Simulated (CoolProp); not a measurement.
Properties of decamethyltetrasiloxane (MD2M) along the isotherm 326.85 °C (Tc = 326.2 °C, pc = 1.144 MPa, ω = 0.635).

Model: reference Helmholtz-energy equation of state, Thol 2017, in CoolProp.

```csv
p (MPa),phase,Z,isothermal compressibility (1/MPa),expansivity (1/kK),fugacity coefficient
1.27,supercritical,0.1966,0.6323,22.19,0.6243
2.54,supercritical,[?],0.06381,4.206,0.3709
3.81,supercritical,0.4562,0.03580,2.931,0.2890
5.08,supercritical,0.5856,0.02532,2.386,0.2516
6.36,supercritical,0.7126,0.01970,2.064,0.2324
7.63,supercritical,0.8357,0.01621,[?],0.2230
8.9,supercritical,[?],0.01380,1.690,0.2194
10.2,supercritical,1.078,0.01200,1.565,0.2199
11.4,supercritical,1.189,0.01072,1.471,0.2232
```

What belongs in the gaps?


- 2.54, Z: 0.3228
- 7.63, expansivity (1/kK): 1.848
- 8.9, Z: 0.9565
